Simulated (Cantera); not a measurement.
A perfectly stirred reactor is fed with H2 : O2 : N2 = 1.5 : 1 : 3.2 (molar parts), at 0.230 bar; it is held at 1250 K, and followed from long to short residence time.

Model: the H2/O2 subset of GRI-Mech 3.0, which has no nitrogen chemistry, integrated in Cantera. The temperature is held fixed by assumption; the heat of reaction is taken as removed at once.

Problem. What does this change do: temperature 1250 to 1175 K?

Solution. 
```json
[
 {"quantity": "x(H2) at τ = 2.20 s", "before": "0.000210", "after": "0.000244"},
 {"quantity": "x(O2) at τ = 2.20 s", "before": "0.0505", "after": "0.0505"},
 {"quantity": "x(OH) at τ = 2.20 s", "before": "0.000331", "after": "0.000220"},
 {"quantity": "x(H2O2) at τ = 2.20 s", "before": "4.53e-7", "after": "6.93e-7"},
 {"quantity": "x(O) at τ = 2.20 s", "before": "3.82e-5", "after": "2.91e-5"},
 {"quantity": "x(H2) at τ = 12.0 ms", "before": "0.00599", "after": "0.00665"},
 {"quantity": "x(O2) at τ = 12.0 ms", "before": "0.0527", "after": "0.0532"},
 {"quantity": "x(OH) at τ = 12.0 ms", "before": "0.00193", "after": "0.00134"},
 {"quantity": "x(H2O2) at τ = 12.0 ms", "before": "2.43e-6", "after": "2.90e-6"},
 {"quantity": "x(O) at τ = 12.0 ms", "before": "0.00128", "after": "0.000990"}
]
```

Problem. What does this change do: temperature 1250 to 1200 K?

Solution. 
| quantity | before | after |
|---|---|---|
| x(H2) at τ = 2.20 s | 0.000210 | 0.000228 |
| x(O2) at τ = 2.20 s | 0.0505 | 0.0505 |
| x(OH) at τ = 2.20 s | 0.000331 | 0.000255 |
| x(H2O2) at τ = 2.20 s | 4.53e-7 | 6.05e-7 |
| x(O) at τ = 2.20 s | 3.82e-5 | 3.20e-5 |
| x(H2) at τ = 12.0 ms | 0.00599 | 0.00633 |
| x(O2) at τ = 12.0 ms | 0.0527 | 0.0530 |
| x(OH) at τ = 12.0 ms | 0.00193 | 0.00152 |
| x(H2O2) at τ = 12.0 ms | 2.43e-6 | 2.78e-6 |
| x(O) at τ = 12.0 ms | 0.00128 | 0.00108 |
